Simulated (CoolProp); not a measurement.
Model: reference Helmholtz-energy equation of state, Zhou 2014, in CoolProp.

Q: For cyclohexane, give the phase and the Z, cp (kJ/(kg K)), cv (kJ/(kg K)), expansivity (1/kK) at 446.5 K and 177 bar; 516.6 K and 177 bar.

A: 
- 446.5 K and 177 bar: liquid; Z 0.611, cp 2.52, cv 2.04, expansivity 1.43
- 516.6 K and 177 bar: liquid; Z 0.590, cp 2.87, cv 2.35, expansivity 1.79
